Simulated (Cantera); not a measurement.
Mixture: CH4 : C2H6 : O2 : N2 = 1 : 0.11 : 3.46 : 13 (molar parts), equivalence ratio 0.69, at 1200000 Pa, adiabatic and at constant pressure. Ignition delay is the time to a rise of 400 K.

Detailed kinetics in Cantera: GRI-Mech 3.0 (53 species, 325 reactions). The pressure lies above the range GRI-Mech 3.0 was tuned for (to about 10 atm).

Task: What does this change do: constant volume in place of constant pressure?

Result: 
```tsv
quantity	before	after
delay at 1200 K	0.873 ms	0.824 ms
delay at 1275 K	0.356 ms	0.334 ms
delay at 1350 K	0.164 ms	0.152 ms
delay at 1425 K	82.3 µs	75.5 µs
delay at 1500 K	43.7 µs	39.8 µs
delay at 1575 K	24.3 µs	22.0 µs
delay at 1650 K	14.1 µs	12.7 µs
apparent activation energy between 1500 and 1650 K	150 kJ/mol	160 kJ/mol
```

Task: What does this change do: pressure from 1200000 Pa to 500000 Pa?

Result: 
| quantity | before | after |
|---|---|---|
| delay at 1200 K | 0.873 ms | 1.53 ms |
| delay at 1275 K | 0.356 ms | 0.640 ms |
| delay at 1350 K | 0.164 ms | 0.299 ms |
| delay at 1425 K | 82.3 µs | 0.150 ms |
| delay at 1500 K | 43.7 µs | 78.7 µs |
| delay at 1575 K | 24.3 µs | 43.4 µs |
| delay at 1650 K | 14.1 µs | 25.2 µs |
| apparent activation energy between 1500 and 1650 K | 150 kJ/mol | 160 kJ/mol |
